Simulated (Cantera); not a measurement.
# Thermodynamics of tantalum, niobium, vanadium and zirconium in process gases, feed Ta(OEt)5 + CO2 + CH4

A closed system holds: 1 mol Ta(OEt)5, a varied amount of CO2, 1.9 mol CH4, at 1100 °C and 2.60 bar.

These are equilibrium values from Cantera (NASA tables, ideal gas, pure condensed phases), not measurements of a reactor. Candidate condensed phases: C, C6H6, C7H8, C8H18, H2O, Ta, TaC, Ta2O5; 113 gas species. The feed counts by its element totals alone. Mutual solubility and eutectic melting of coexisting phases are not modelled. TaC: taken at fixed stoichiometry. Condensed phases not in the tables: Ta2C. The numbers say what is thermodynamically allowed, not how fast it happens.

From 0.19 mol CO2 to 1.7 mol CO2 the condensed part is C(graphite) + TaC(s). From 2 mol CO2 to 2.6 mol CO2 the condensed part is C(graphite) + TaC(s) + Ta2O5(s).

| n(CO2) (mol) | x H2 | x CO | x CH4 | x H2O | n C(graphite) | n TaC(s) | n Ta2O5(s) |
|---|---|---|---|---|---|---|---|
| 0.19 | 0.743 | 0.248 | 0.00722 | 0.00224 | 5.61 | 1.00 | 0 |
| 0.49 | 0.723 | 0.268 | 0.00684 | 0.00236 | 5.32 | 1.00 | 0 |
| 0.79 | 0.704 | 0.287 | 0.00648 | 0.00246 | 5.03 | 1.00 | 0 |
| 1.1 | 0.685 | 0.306 | 0.00615 | 0.00255 | 4.73 | 1.00 | 0 |
| 1.4 | 0.668 | 0.323 | 0.00584 | 0.00262 | 4.44 | 1.00 | 0 |
| 1.7 | 0.652 | 0.339 | 0.00556 | 0.00269 | 4.15 | 1.00 | 0 |
| 2 | 0.646 | 0.345 | 0.00546 | 0.00271 | 4.37 | 0.851 | 0.0747 |
| 2.3 | 0.646 | 0.345 | 0.00546 | 0.00271 | 4.91 | 0.611 | 0.195 |
| 2.6 | 0.646 | 0.345 | 0.00546 | 0.00271 | 5.45 | 0.371 | 0.315 |
x: gas mole fraction; n: condensed amount in mol.
